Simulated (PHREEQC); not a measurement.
Make-up at 20 °C: 5.6 mmol/kgw NH4HF2, 18 mmol/kgw H2SiF6, 170 mmol/kgw HBF4 and 11 mmol/kgw HCl. Closed to the air; pH follows from the charge balance.

Computed with PHREEQC (ion-association model, wateq4f.dat).

```json
[
 {"quantity": "pH", "before": "0.78", "after": "1.75"},
 {"quantity": "ionic strength (mol/kgw)", "before": "0.233", "after": "0.0224"},
 {"quantity": "BF4- (mol/kgw)", "before": "0.165", "after": "0.0148"},
 {"quantity": "HF (mol/kgw)", "before": "0.0191", "after": "0.00717"},
 {"quantity": "BF3OH- (mol/kgw)", "before": "0.00273", "after": "0.000684"},
 {"quantity": "H3BO3 (mol/kgw)", "before": "0.00183", "after": "0.00145"},
 {"quantity": "SI of Quartz (SiO2)", "before": "-1.18", "after": "-1.14"}
]
```

### Question
Name the change that produced these shifts.
A) HBF4 from 0.17 to 0.153 mol/kgw
B) diluted 10-fold with water
C) HCl from 0.011 to 0.0099 mol/kgw
D) temperature from 20 to 85 °C
E) NH4HF2 replaced by NH4HSO4 at the same molality

### Answer
B, diluted 10-fold with water

No solid was allowed to form. SiF6-2 is the database's only silicon fluoride. Real BF4- forms and hydrolyses slowly; the run takes it at equilibrium.
